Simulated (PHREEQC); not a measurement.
Consider water at 25 °C with 2 mol H2SO4, 0.018 mol NaHCO3 and 0.098 mol MgCl2 per kg of water. Closed to the air; pH follows from the charge balance.

Model: Pitzer model, pitzer.dat, run in PHREEQC.

```csv
quantity,before,after
pH,-0.69,-0.13
ionic strength (mol/kgw),3.28,1.79
HCO3- (mol/kgw),9.39e-9,2.04e-8
SI of Epsomite (MgSO4:7H2O),-1.90,-2.01
SI of Hexahydrite (MgSO4:6H2O),-2.13,-2.27
```

### Question
What was changed between the two runs?
(A) 0.073 mol/kgw HCl added
(B) diluted 10-fold with water
(C) H2SO4 from 2 to 2.2 mol/kgw
(D) H2SO4 from 2 to 1 mol/kgw
(E) diluted 100-fold with water

### Answer
D, H2SO4 from 2 to 1 mol/kgw

This is a speciation only: nothing precipitates in the calculation. In brines, pH and single-ion activities rest on the MacInnes convention.
